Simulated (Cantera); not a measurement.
What does this Cantera script print?

```python
import numpy as np
import cantera as ct

gas_names = """
    C CH CH2 CH3 CH2OH CH3O CH4 CH3OH CO CO2 COOH C2 C2H CHCO,ketyl C2H2,acetylene C2H2,vinylidene
    CH2CO,ketene C2H3,vinyl CH3CO,acetyl C2H4 C2H4O,ethylen CH3CHO,ethanal CH3COOH (HCOOH)2 C2H5 C2H6
    CH3OCH3 C2H5OH C2O C3 C3H3,propargyl C3H4,allene C3H4,propyne C3H4,cyclo- C3H5,allyl C3H6,propylene
    C3H6,cyclo- C3H6O C3H7,n-propyl C3H7,i-propyl C3H8 C3H8O,1propanol C3H8O,2propanol C3O2 C4 C4H2
    C4H4,1,3-cyclo- C4H6,butadiene C4H6,2-butyne C4H6,cyclo- C4H8,1-butene C4H8,cis2-buten
    C4H8,tr2-butene C4H8,isobutene C4H8,cyclo- (CH3COOH)2 C4H9,n-butyl C4H9,i-butyl C4H9,s-butyl
    C4H9,t-butyl C4H10,isobutane C4H10,n-butane C5 C5H6,1,3cyclo- C5H8,cyclo- C5H10,1-pentene
    C5H10,cyclo- C5H11,pentyl C5H11,t-pentyl C5H12,n-pentane C5H12,i-pentane CH3C(CH3)2CH3 C6H2
    C6H5,phenyl C6H5O,phenoxy C6H6 C6H5OH,phenol C6H10,cyclo- C6H12,1-hexene C6H12,cyclo- C6H13,n-hexyl
    C7H7,benzyl C7H8 C7H8O,cresol C7H14,1-heptene C7H15,n-heptyl C7H16,n-heptane C8H8,styrene
    C8H10,ethylbenz C8H16,1-octene C8H17,n-octyl C8H18,isooctane C8H18,n-octane C9H19,n-nonyl
    C10H8,naphthale C10H21,n-decyl C12H9,o-bipheny C12H10,bipheny H HCO HO2 H2 HCHO,formaldehy HCOOH H2O
    H2O2 O OH O2 O3
""".split()
cond_names = """
    C(gr) C6H6(L) C7H8(L) C8H18(L),n-octa H2O(s) H2O(L)
""".split()


def load(file, names, dense=False):
    # The tables refer to 1 bar. Condensed volumes are neglected.
    table = {s.name: s for s in ct.Species.list_from_file(file)}
    out = []
    for n in names:
        d = dict(table[n].input_data)
        d["thermo"] = dict(d["thermo"], **{"reference-pressure": 1e5})
        if dense:
            d["equation-of-state"] = {"model": "constant-volume", "density": "1e6 g/cm^3"}
        out.append(ct.Species.from_dict(d))
    return out


gas = ct.Solution(thermo="ideal-gas", species=load("nasa_gas.yaml", gas_names))
cond = {s.name: ct.Solution(thermo="fixed-stoichiometry", species=[s], name=s.name)
        for s in load("nasa_condensed.yaml", cond_names, dense=True)}
atoms = {
    'CO': {'C': 1, 'O': 1},
    'H2': {'H': 2},
}
top_T = {'C(gr)': 4500}  # K; cautious upper limits of use, not melting points


def equilibrate(T, P, feed):
    n = {}
    for name, mol in feed.items():
        for a, k in atoms[name].items():
            n[a] = n.get(a, 0.0) + k * mol
    gas.TPX = T, P, n
    mass = sum(n.values()) * gas.mean_molecular_weight
    gas.equilibrate("TP")
    valid = [c for c in cond.values() if c.min_temp <= T <= top_T.get(c.name, c.max_temp)]
    mix = ct.Mixture([(gas, mass / gas.mean_molecular_weight)] + [(c, 0.0) for c in valid])
    mix.T, mix.P = T, P
    mix.equilibrate("TP", solver="vcs", rtol=1e-11, max_steps=5000)
    return mix


results = []
feed = {'CO': 1, 'H2': 13}  # mol
T = 1173.15  # K
P = 260  # Pa
mix = equilibrate(T, P, feed)
results.append((T, P, feed, dict(zip(mix.species_names, mix.species_moles))))
x = sorted(zip(gas.X, gas.species_names), reverse=True)
print(f"T = {T:g} K  P = {P:g} Pa  gas = {mix.phase_moles(0):.4g} mol")
print("   x: " + "  ".join(f"{s} {v:.3e}" for v, s in x if v > 0.001))
print("   condensed (mol): " + ("  ".join(f"{mix.phase(i).name} {mix.phase_moles(i):.4g}"
      for i in range(1, mix.n_phases) if mix.phase_moles(i) > 1e-12) or "none"))
```

Output:

```
T = 1173.15 K  P = 260 Pa  gas = 14 mol
   x: H2 9.286e-01  CO 7.141e-02
   condensed (mol): none
```

Method: chemical equilibrium by Gibbs-energy minimisation in Cantera with the NASA 1993 tables (ideal gas, pure condensed phases).
